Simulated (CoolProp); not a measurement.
Computed with CoolProp (reference Helmholtz-energy equation of state, Thol 2015).

Problem. Give the vapour pressure (bar), liquid density (kg/m³), vapour density (kg/m³), enthalpy of vaporisation (kJ/kg) of saturated octamethylcyclotetrasiloxane (D4) at 467.3, 472.7 K.

Solution. 
```
T (K)  p (bar)  liquid density (kg/m³)  vapour density (kg/m³)  enthalpy of vaporisation (kJ/kg)
-----  -------  ----------------------  ----------------------  --------------------------------
467.3     1.58                     739                    13.5                               123
472.7     1.79                     731                    15.3                               121
```
